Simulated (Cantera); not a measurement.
A closed system holds: 1 mol CF₄, 2.1 mol F₂, 12 mol H₂, at 773.15 K and 31.0 mbar.

Cantera equilibrium calculation (NASA polynomials, part measured and part estimated; ideal gas, pure solids and liquids). Candidate condensed phases: C, C₆H₆, C₇H₈, C₈H₁₈; 95 gas species. Kinetics and transport are ignored.

Base state: HF 0.517, H₂ 0.469, CH₄ 0.0144 (mole fractions); condensed: C(graphite).

Q: What changes in the equilibrium state with this change: temperature from 773.15 K to 2298.15 K?

A: 
```tsv
species	before	after
HF	0.517	0.500
H₂	0.469	0.461
H	<1e-9	0.0370
CH₄	0.0144	1.42e-6
C₂H₂ (acetylene)	<1e-9	0.00197
F	<1e-9	4.73e-5
C(graphite), mol	0.771	0.935
```
